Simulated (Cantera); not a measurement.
Input (Python, Cantera):

```python
import numpy as np
import cantera as ct

gas = ct.Solution("gri30.yaml")
gas.TPX = 1673, 13332, {'C2H6': 0.16, 'H2': 4.7}
reactor = ct.IdealGasConstPressureReactor(gas, energy="off", clone=False)
net = ct.ReactorNet([reactor])
net.rtol, net.atol = 1e-08, 1e-18
show = ['C2H6', 'H2', 'CH3', 'CH4', 'CH2', 'C2H']
times = np.geomspace(5e-05, 2, 14)

steps = ct.SolutionArray(gas, extra=["t"])
rows = []
print(f"{'t/s':>10s}{'T/K':>9s}{'P/Pa':>11s}" + "".join(f"{s:>11s}" for s in show))
for t in times:
    while net.time < t:
        t_next = net.step()
        steps.append(gas.state, t=t_next)
    rows.append([np.interp(t, steps.t, y) for y in (steps.T, steps.P, *steps(*show).X.T)])
    print(f"{t:10.3e}{rows[-1][0]:9.1f}{rows[-1][1]:11.4g}" + "".join(f"{x:11.3e}" for x in rows[-1][2:]))
rate = np.gradient(steps.T, steps.t)
print("integrator steps:", len(steps.t))
if steps.T.max() > steps.T[0] + 200:
    print(f"time of steepest temperature rise: {steps.t[rate.argmax()]:.4e} s")
gas.TPX = 1673, 13332, {'C2H6': 0.16, 'H2': 4.7}
gas.equilibrate("TP")
print(f"equilibrium (TP): T = {gas.T:.1f} K  " + "  ".join(f"{s} {gas[s].X[0]:.3e}" for s in show))
```

It prints:

```
       t/s      T/K       P/Pa       C2H6         H2        CH3        CH4        CH2        C2H
 5.000e-05   1673.0  1.333e+04  1.085e-02  9.531e-01  3.710e-03  2.017e-02  5.483e-06  7.495e-09
 1.130e-04   1673.0  1.333e+04  7.411e-04  9.464e-01  2.356e-03  3.465e-02  4.379e-06  5.418e-08
 2.553e-04   1673.0  1.333e+04  4.886e-05  9.475e-01  1.270e-03  3.617e-02  1.633e-06  6.372e-08
 5.767e-04   1673.0  1.333e+04  2.189e-05  9.484e-01  7.025e-04  3.637e-02  5.633e-07  4.796e-08
 1.303e-03   1673.0  1.333e+04  1.084e-05  9.490e-01  4.056e-04  3.636e-02  2.016e-07  3.253e-08
 2.944e-03   1673.0  1.333e+04  5.790e-06  9.494e-01  2.640e-04  3.625e-02  8.863e-08  2.309e-08
 6.653e-03   1673.0  1.333e+04  4.229e-06  9.496e-01  2.175e-04  3.600e-02  6.127e-08  1.993e-08
 1.503e-02   1673.0  1.333e+04  3.982e-06  9.499e-01  2.106e-04  3.547e-02  5.839e-08  2.005e-08
 3.396e-02   1673.0  1.333e+04  3.743e-06  9.505e-01  2.043e-04  3.432e-02  5.689e-08  2.088e-08
 7.674e-02   1673.0  1.333e+04  3.276e-06  9.518e-01  1.914e-04  3.197e-02  5.374e-08  2.259e-08
 1.734e-01   1673.0  1.333e+04  2.492e-06  9.541e-01  1.672e-04  2.765e-02  4.772e-08  2.579e-08
 3.918e-01   1673.0  1.333e+04  1.496e-06  9.576e-01  1.297e-04  2.110e-02  3.801e-08  3.078e-08
 8.852e-01   1673.0  1.333e+04  6.661e-07  9.615e-01  8.589e-05  1.370e-02  2.603e-08  3.667e-08
 2.000e+00   1673.0  1.333e+04  2.444e-07  9.646e-01  4.986e-05  7.812e-03  1.557e-08  4.157e-08
integrator steps: 1028
equilibrium (TP): T = 1673.0 K  C2H6 7.662e-08  H2 9.670e-01  CH3 2.233e-05  CH4 3.445e-03  CH2 7.171e-09  C2H 4.540e-08
```

Computed with Cantera and GRI-Mech 3.0 (53 species, 325 reactions). GRI-Mech 3.0 stops at C3 and has no aromatics, soot or wall deposition, so with more carbon than oxygen in the feed, carbon stays in small species such as C2H2 where larger ones or solid carbon would form.
